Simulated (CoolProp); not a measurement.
Model: reference Helmholtz-energy equation of state, Span 2003, in CoolProp. It is a short technical equation, of lower accuracy than the large ones.

Question: For n-heptane, give the phase and the Joule-Thomson coefficient (K/MPa), conductivity (mW/(m K)) at 15.25 °C and 584 kPa; 38.85 °C and 584 kPa; 42.15 °C and 584 kPa.

Answer: 
- 15.25 °C and 584 kPa: liquid; Joule-Thomson coefficient -0.428, conductivity 125
- 38.85 °C and 584 kPa: liquid; Joule-Thomson coefficient -0.392, conductivity 118
- 42.15 °C and 584 kPa: liquid; Joule-Thomson coefficient -0.387, conductivity 117

Thermal conductivity comes from a separate model (Assael 2013).
